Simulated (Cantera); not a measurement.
Cantera run:

```python
import numpy as np
import cantera as ct

gas_names = """
    B BF BF2 BF3 BH BHF2 BH2 BH3 BO BOF BOF2 BO2 B2 B2O B2O2 B2O3 B3O3F3 B3O3H3 F FO FO2 F2 F2O H HBO
    HBO2 HF HOF HO2 H2 H2F2 H2O H2O2 H3B3O6 H3F3 H4F4 H5F5 H6F6 H7F7 O OH O2 O3
""".split()
cond_names = """
    B(b) B(L) B2O3(L) B3O3H3(cr) H2O(s) H2O(L)
""".split()


# ... load() reads the species with a 1 bar reference pressure and builds the phases ...
atoms = {
    'BF3': {'B': 1, 'F': 3},
    'H2O': {'H': 2, 'O': 1},
}
top_T = {}  # K; cautious upper limits of use, not melting points


# ... equilibrate(T, P, feed) seeds the gas with the atoms and calls Mixture.equilibrate('TP', solver="vcs", rtol=1e-11, max_steps=5000) ...
results = []
feed = {'BF3': 1, 'H2O': 15}  # mol
P = 10000  # Pa
for T in [1548, 1623, 1698, 1773, 1848, 1923, 1998]:
    mix = equilibrate(T, P, feed)
    results.append((T, P, feed, dict(zip(mix.species_names, mix.species_moles))))

top = {s: max(r[3][s] / sum(r[3][g] for g in gas_names) for r in results) for s in gas_names}
cols = sorted((s for s in top if top[s] > 0.0001), key=lambda s: -top[s])[:7]
seen = [c for c in cond_names if any(r[3].get(c, 0) > 1e-12 for r in results)]
print("log10 of partial pressures in bar; condensed amounts in mol")
print(f"{'T/K':>10s}" + "".join(f"{s[:9]:>10s}" for s in cols + seen))
for T, P, feed, n in results:
    ng = sum(n[g] for g in gas_names)
    print(f"{T:10.4g}" + "".join(f"{np.log10(max(n[s] / ng * P / 1e5, 1e-99)):10.3f}" for s in cols)
          + "".join(f"{n.get(c, 0):10.4g}" for c in seen))
```

Output:

```
log10 of partial pressures in bar; condensed amounts in mol
       T/K       H2O        HF      HBO2       BOF        H2        O2        OH
      1548    -1.105    -1.811    -2.429    -2.678    -4.256    -4.604    -4.965
      1623    -1.105    -1.809    -2.424    -2.683    -3.994    -4.348    -4.647
      1698    -1.106    -1.808    -2.420    -2.690    -3.755    -4.116    -4.358
      1773    -1.108    -1.807    -2.417    -2.696    -3.536    -3.903    -4.094
      1848    -1.109    -1.807    -2.416    -2.702    -3.335    -3.709    -3.851
      1923    -1.112    -1.807    -2.415    -2.708    -3.150    -3.530    -3.628
      1998    -1.115    -1.807    -2.415    -2.714    -2.979    -3.366    -3.423
```

Cantera equilibrium calculation (NASA polynomials, part measured and part estimated; ideal gas, pure solids and liquids). Gases not in the tables: H3BO3.
